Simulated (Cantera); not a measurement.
Input (Python, Cantera):

```python
import numpy as np
import cantera as ct

gas = ct.Solution("gri30.yaml")
gas.TPX = 1573, 100000, {'CH4': 0.48, 'N2': 1.2}
reactor = ct.IdealGasConstPressureReactor(gas, energy="off", clone=False)
net = ct.ReactorNet([reactor])
net.rtol, net.atol = 1e-08, 1e-18
show = ['CH4', 'C2H4', 'H', 'CH3', 'C2H2']
times = np.geomspace(3e-05, 100, 14)

steps = ct.SolutionArray(gas, extra=["t"])
rows = []
print(f"{'t/s':>10s}{'T/K':>9s}{'P/Pa':>11s}" + "".join(f"{s:>11s}" for s in show))
for t in times:
    while net.time < t:
        t_next = net.step()
        steps.append(gas.state, t=t_next)
    rows.append([np.interp(t, steps.t, y) for y in (steps.T, steps.P, *steps(*show).X.T)])
    print(f"{t:10.3e}{rows[-1][0]:9.1f}{rows[-1][1]:11.4g}" + "".join(f"{x:11.3e}" for x in rows[-1][2:]))
rate = np.gradient(steps.T, steps.t)
print("integrator steps:", len(steps.t))
if steps.T.max() > steps.T[0] + 200:
    print(f"time of steepest temperature rise: {steps.t[rate.argmax()]:.4e} s")
gas.TPX = 1573, 100000, {'CH4': 0.48, 'N2': 1.2}
gas.equilibrate("TP")
print(f"equilibrium (TP): T = {gas.T:.1f} K  " + "  ".join(f"{s} {gas[s].X[0]:.3e}" for s in show))
```

Output:

```
       t/s      T/K       P/Pa        CH4       C2H4          H        CH3       C2H2
 3.000e-05   1573.0      1e+05  2.857e-01  2.369e-08  6.762e-08  2.693e-05  7.120e-12
 9.525e-05   1573.0      1e+05  2.856e-01  7.611e-07  7.429e-08  8.044e-05  9.065e-10
 3.024e-04   1573.0      1e+05  2.854e-01  1.549e-05  1.055e-07  1.750e-04  8.928e-08
 9.603e-04   1573.0      1e+05  2.845e-01  1.543e-04  1.871e-07  2.684e-04  4.162e-06
 3.049e-03   1573.0      1e+05  2.803e-01  1.244e-03  5.659e-07  4.004e-04  1.480e-04
 9.681e-03   1573.0      1e+05  2.630e-01  5.171e-03  2.062e-06  4.230e-04  3.285e-03
 3.074e-02   1573.0      1e+05  2.218e-01  4.658e-03  5.023e-06  3.056e-04  2.020e-02
 9.760e-02   1573.0      1e+05  1.558e-01  2.638e-03  9.408e-06  1.963e-04  4.794e-02
 3.099e-01   1573.0      1e+05  8.047e-02  2.977e-03  1.510e-05  1.034e-04  7.709e-02
 9.839e-01   1573.0      1e+05  3.205e-02  3.965e-03  2.064e-05  4.573e-05  9.509e-02
 3.124e+00   1573.0      1e+05  2.141e-02  4.250e-03  2.260e-05  3.215e-05  9.898e-02
 9.919e+00   1573.0      1e+05  2.127e-02  4.254e-03  2.263e-05  3.196e-05  9.904e-02
 3.149e+01   1573.0      1e+05  2.127e-02  4.254e-03  2.263e-05  3.196e-05  9.904e-02
 1.000e+02   1573.0      1e+05  2.127e-02  4.254e-03  2.263e-05  3.196e-05  9.904e-02
integrator steps: 1442
equilibrium (TP): T = 1573.0 K  CH4 1.666e-02  C2H4 2.504e-03  H 2.288e-05  CH3 2.478e-05  C2H2 5.707e-02
```

Model: GRI-Mech 3.0 (53 species, 325 reactions), integrated in Cantera. GRI-Mech 3.0 stops at C3 and has no aromatics, soot or wall deposition, so with more carbon than oxygen in the feed, carbon stays in small species such as C2H2 where larger ones or solid carbon would form.
